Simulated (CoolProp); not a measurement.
Aqueous calcium chloride as a coolant, at -16 °C, 1 atm.

Computed with CoolProp (Melinder's fits for secondary coolants).

```tsv
mass %	freezing point (°C)	density (kg/m³)	cp (kJ/(kg K))	Prandtl number	viscosity (mPa s)
19.4	-17.3	…	3.028	…	5.20
21.8	-21.6	…	2.928	32.5	…
24.3	-27.2	1234	…	35.9	6.54
26.7	-34.2	…	2.767	40.5	7.53
29.1	-43.7	1289	2.703	…	8.87
```

Some entries are withheld; supply them.


- 19.4, density (kg/m³): 1183
- 19.4, Prandtl number: 30.1
- 21.8, density (kg/m³): 1207
- 21.8, viscosity (mPa s): 5.77
- 24.3, cp (kJ/(kg K)): 2.839
- 26.7, density (kg/m³): 1261
- 29.1, Prandtl number: 46.9
